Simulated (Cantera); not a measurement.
An adiabatic, constant-volume homogeneous reactor starts with CH4 : H2 : O2 : N2 = 1 : 0.73 : 1.82 : 6.84 (molar parts), equivalence ratio 1.3, at 1525 K and 5.30 bar. Integrator tolerance rtol = 1e-08.

Detailed kinetics in Cantera: GRI-Mech 3.0 (53 species, 325 reactions). Above 3000 K some thermodynamic fits are extrapolated.

**Question.** What does this change do: pressure from 5.30 bar to 1.10 bar?

**Answer.** 
```tsv
quantity	before	after
time of steepest temperature rise	40.5 µs	0.144 ms
temperature at 0.200 s	3114 K	2966 K
equilibrium temperature	3114 K	2966 K
x(CH4) at 0.200 s	3.23e-12 (gas-phase equilibrium 3.85e-12)	<1e-12 (gas-phase equilibrium <1e-12)
x(H2) at 0.200 s	0.0550 (gas-phase equilibrium 0.0550)	0.0578 (gas-phase equilibrium 0.0578)
x(O2) at 0.200 s	0.00399 (gas-phase equilibrium 0.00399)	0.00608 (gas-phase equilibrium 0.00608)
x(H) at 0.200 s	0.0155 (gas-phase equilibrium 0.0155)	0.0229 (gas-phase equilibrium 0.0229)
x(C2H4) at 0.200 s	<1e-12 (gas-phase equilibrium <1e-12)	<1e-12 (gas-phase equilibrium <1e-12)
```

**Question.** What does this change do: constant pressure in place of constant volume?

**Answer.** 
```csv
quantity,before,after
time of steepest temperature rise,40.5 µs,45.9 µs
temperature at 0.200 s,3114 K,2899 K
equilibrium temperature,3114 K,2899 K
x(CH4) at 0.200 s,3.23e-12 (gas-phase equilibrium 3.85e-12),<1e-12 (gas-phase equilibrium 1.12e-12)
x(H2) at 0.200 s,0.0550 (gas-phase equilibrium 0.0550),0.0516 (gas-phase equilibrium 0.0516)
x(O2) at 0.200 s,0.00399 (gas-phase equilibrium 0.00399),0.00257 (gas-phase equilibrium 0.00257)
x(H) at 0.200 s,0.0155 (gas-phase equilibrium 0.0155),0.0114 (gas-phase equilibrium 0.0114)
x(C2H4) at 0.200 s,<1e-12 (gas-phase equilibrium <1e-12),<1e-12 (gas-phase equilibrium <1e-12)
```
